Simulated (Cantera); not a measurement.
Feed: 1 mol Si3N4, 0.13 mol H2, 0.0099 mol C, at 2048 K and 13.3 mbar.

Equilibrium computed with Cantera from the NASA thermochemical tables; the gas is ideal and each condensed phase is pure. Candidate condensed phases: C, C6H6, C7H8, C8H18, Si, SiC, Si3N4; 105 gas species. Mutual solubility and eutectic melting of coexisting phases are not modelled. The tables' values for SiN are old estimates; treat these amounts as uncertain. Kinetics and transport are ignored.

Base state: N2 0.931, H2 0.0580, Si 0.00567, H 0.00467, HCN 0.000269, Si2C 0.000189, Si2N 0.000185, SiN 0.000147 (mole fractions); condensed: Si(l) + SiC(s).

Problem. What changes in the equilibrium state with this change: 0.049 mol O2 added?

Solution. 
```
species        before     after
-----------  --------  --------
N2              0.931     0.890
H2             0.0580    0.0555
SiO                 0    0.0393
CO                  0   0.00428
HNC           1.66e-5   4.23e-6
HCN          0.000269   6.83e-5
Si2C         0.000189   5.03e-5
Si2N         0.000185  0.000181
SiN          0.000147  0.000144
Si(l), mol       2.98      2.90
SiC(s), mol   0.00887         0
```
Further candidate phases: H2O, SiO2, Si2N2O.
